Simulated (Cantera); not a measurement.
An adiabatic, constant-pressure homogeneous reactor starts with CH₃OH : O₂ : N₂ = 1 : 3.41 : 12.8 (molar parts), at 1473 K and 240 Torr. Integrator tolerance rtol = 1e-08.

Cantera simulation using GRI-Mech 3.0 (53 species, 325 reactions); the numbers are that mechanism's predictions, not measurements. GRI-Mech 3.0 was tuned for natural gas; its chemistry of methanol as a main component is partial and can be far from experiment.

**Question.** What does this change do: initial temperature 1473 to 1325 K?

**Answer.** 
```tsv
quantity	before	after
time of steepest temperature rise	1.14 ms	5.53 ms
temperature at 2.00 s	2324 K	2228 K
equilibrium temperature	2324 K	2228 K
x(CH₃OH) at 2.00 s	<1e-12 (gas-phase equilibrium <1e-12)	<1e-12 (gas-phase equilibrium <1e-12)
x(O₂) at 2.00 s	0.101 (gas-phase equilibrium 0.101)	0.102 (gas-phase equilibrium 0.102)
x(HO₂) at 2.00 s	3.89e-6 (gas-phase equilibrium 3.89e-6)	2.95e-6 (gas-phase equilibrium 2.95e-6)
x(C₂H₂) at 2.00 s	<1e-12 (gas-phase equilibrium <1e-12)	<1e-12 (gas-phase equilibrium <1e-12)
x(C₂H₄) at 2.00 s	<1e-12 (gas-phase equilibrium <1e-12)	<1e-12 (gas-phase equilibrium <1e-12)
x(O) at 2.00 s	0.00321 (gas-phase equilibrium 0.00321)	0.00183 (gas-phase equilibrium 0.00183)
```
